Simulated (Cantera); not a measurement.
**Equilibrium for hydrogen reduction and annealing atmospheres: FeS₂ + H₂**

Charge: 1 mol FeS₂, 0.57 mol H₂, equilibrated at 1.30 bar.

Method: chemical equilibrium by Gibbs-energy minimisation in Cantera with the NASA 1993 tables (ideal gas, pure condensed phases). Candidate condensed phases: Fe, FeS, FeS₂, S; 8 gas species. FeS: taken at fixed stoichiometry. Gases not in the tables: S₃ to S₇. The numbers say what is thermodynamically allowed, not how fast it happens.

```json
[
 {"T (K)": "698", "x H₂S": "0.861", "x H₂": "0.139", "x S₂": "1.49e-7", "x SH": "2.41e-9", "n FeS(s)": "0.491", "n FeS₂(s)": "0.509", "n FeS(l)": "0"},
 {"T (K)": "848", "x H₂S": "0.968", "x H₂": "0.0311", "x S₂": "0.000849", "x SH": "8.42e-7", "n FeS(s)": "0.553", "n FeS₂(s)": "0.447", "n FeS(l)": "0"},
 {"T (K)": "998", "x H₂S": "0.714", "x H₂": "0.00858", "x S₂": "0.277", "x SH": "3.92e-5", "n FeS(s)": "1.00", "n FeS₂(s)": "0", "n FeS(l)": "0"},
 {"T (K)": "1148", "x H₂S": "0.681", "x H₂": "0.0332", "x S₂": "0.286", "x SH": "0.000254", "n FeS(s)": "1.00", "n FeS₂(s)": "0", "n FeS(l)": "0"},
 {"T (K)": "1298", "x H₂S": "0.608", "x H₂": "0.0859", "x S₂": "0.305", "x SH": "0.00104", "n FeS(s)": "1.00", "n FeS₂(s)": "0", "n FeS(l)": "0"},
 {"T (K)": "1448", "x H₂S": "0.503", "x H₂": "0.162", "x S₂": "0.332", "x SH": "0.00304", "n FeS(s)": "1.00", "n FeS₂(s)": "0", "n FeS(l)": "0"},
 {"T (K)": "1598", "x H₂S": "0.389", "x H₂": "0.244", "x S₂": "0.360", "x SH": "0.00692", "n FeS(s)": "0", "n FeS₂(s)": "0", "n FeS(l)": "1.00"},
 {"T (K)": "1748", "x H₂S": "0.288", "x H₂": "0.315", "x S₂": "0.384", "x SH": "0.0131", "n FeS(s)": "0", "n FeS₂(s)": "0", "n FeS(l)": "1.00"},
 {"T (K)": "1898", "x H₂S": "0.210", "x H₂": "0.368", "x S₂": "0.400", "x SH": "0.0216", "n FeS(s)": "0", "n FeS₂(s)": "0", "n FeS(l)": "1.000"},
 {"T (K)": "2048", "x H₂S": "0.153", "x H₂": "0.403", "x S₂": "0.408", "x SH": "0.0322", "n FeS(s)": "0", "n FeS₂(s)": "0", "n FeS(l)": "1.000"},
 {"T (K)": "2198", "x H₂S": "0.112", "x H₂": "0.424", "x S₂": "0.410", "x SH": "0.0445", "n FeS(s)": "0", "n FeS₂(s)": "0", "n FeS(l)": "1.000"}
]
```
x: gas mole fraction; n: condensed amount in mol.

From 698 K to 848 K the condensed part is FeS(s) + FeS₂(s). From 998 K to 1448 K the condensed part is FeS(s). From 1598 K to 2198 K the condensed part is FeS(l).
